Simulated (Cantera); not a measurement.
Standard-state values (1 bar) from the NASA 1993 polynomials, evaluated with Cantera. Values are per mole of reaction as written; species without (g) are pure solids or liquids, kept so even where they would boil at 1 bar.

8 Cl2(g) + Ti4O7 → 7 O(g) + 4 TiCl4

| T (K) | ΔH° (kJ) | ΔS° (J/K) | ΔG° (kJ) | log10 K |
|---|---|---|---|---|
| 350 | ___ | ___ | ___ | ___ |
| 375 | ___ | ___ | ___ | ___ |
| 400 | ___ | ___ | ___ | ___ |
| 425 | 1960.9 | 234.7 | 1861.2 | -228.74 |
| 450 | ___ | ___ | ___ | ___ |
| 475 | 1970.9 | 256.9 | 1848.9 | -203.31 |

Problem. What belongs in the gaps?

Solution. 
- 350, ΔH° (kJ): 1944.6
- 350, ΔS° (J/K): 192.4
- 350, ΔG° (kJ): 1877.3
- 350, log10 K: -280.16
- 375, ΔH° (kJ): 1950.2
- 375, ΔS° (J/K): 208.0
- 375, ΔG° (kJ): 1872.2
- 375, log10 K: -260.79
- 400, ΔH° (kJ): 1955.7
- 400, ΔS° (J/K): 222.0
- 400, ΔG° (kJ): 1866.9
- 400, log10 K: -243.78
- 450, ΔH° (kJ): 1966.0
- 450, ΔS° (J/K): 246.2
- 450, ΔG° (kJ): 1855.2
- 450, log10 K: -215.34
